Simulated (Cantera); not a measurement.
Input: 1 mol AlCl₃, 1.4 mol HCl, 6.7 mol N₂, at 1725 K and 0.100 bar.

Equilibrium computed with Cantera from the NASA thermochemical tables; the gas is ideal and each condensed phase is pure. Candidate condensed phases: Al, AlCl₃, AlN, NH₄Cl; 20 gas species. The tables' values for AlCl₂ are old estimates; treat these amounts as uncertain. The numbers say what is thermodynamically allowed, not how fast it happens.

Base state: N₂ 0.735, HCl 0.152, AlCl₃ 0.109, Cl 0.00258, AlCl₂ 0.00108, H₂ 0.000718, AlCl 4.01e-5, H 1.57e-5 (mole fractions); condensed: gas only.

Task: What changes in the equilibrium state with this change: temperature from 1725 K to 1923.15 K?

Result: 
```tsv
species	before	after
N₂	0.735	0.730
HCl	0.152	0.150
AlCl₃	0.109	0.103
Cl	0.00258	0.00962
AlCl	4.01e-5	0.000723
H	1.57e-5	0.000104
AlCl₂	0.00108	0.00569
```
